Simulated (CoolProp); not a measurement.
Vapour-liquid equilibrium of 1-butene (1) + n-butane (2) at 192.6 K; x and y are mole fractions of (1).

Values from CoolProp's multi-fluid Helmholtz-energy mixture model, Lemmon 2005 and Bücker 2006; pair parameters Bell 2016.

Q: Give the bubble pressure and the first vapour's composition at x = 0.05, 0.125, 0.725. Is there an azeotrope?

A: x = 0.05: 0.001085 MPa, y = 0.069; x = 0.125: 0.001118 MPa, y = 0.169; x = 0.725: 0.001374 MPa, y = 0.780. No azeotrope shows between x = 0.05 and 0.95.

Pair parameters are fitted to limited data, so mixtures are less certain than the pure fluids.
